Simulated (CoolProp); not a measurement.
Aqueous magnesium chloride as a coolant, 26 % by mass, freezing at -57.0 °C, 1 atm.

Computed with CoolProp (Melinder's fits for secondary coolants).

```
T (°C)  Prandtl number  conductivity (W/(m K))  cp (kJ/(kg K))  viscosity (mPa s)
------  --------------  ----------------------  --------------  -----------------
-33.6             4600                   0.405           2.758                675
-28.5             3090                   0.417           2.762                467
-23.4             2090                       …           2.768                323
-18.2             1400                   0.441           2.775                  …
-13.1              959                   0.452           2.782                156
-8                 664                   0.464           2.789                110
-2.9               466                   0.475           2.797               79.2
2.2                334                   0.486           2.804               57.8
7.4                243                   0.497           2.811               42.9
12.5                 …                   0.508           2.816               32.8
17.6               141                   0.518           2.820               25.8
22.7               112                   0.528           2.823               21.0
27.9              92.3                   0.539           2.823               17.6
33                79.3                   0.548           2.822               15.4
```

**Question.** Complete the blanks.

**Answer.** 
- -23.4, conductivity (W/(m K)): 0.429
- -18.2, viscosity (mPa s): 223
- 12.5, Prandtl number: 182
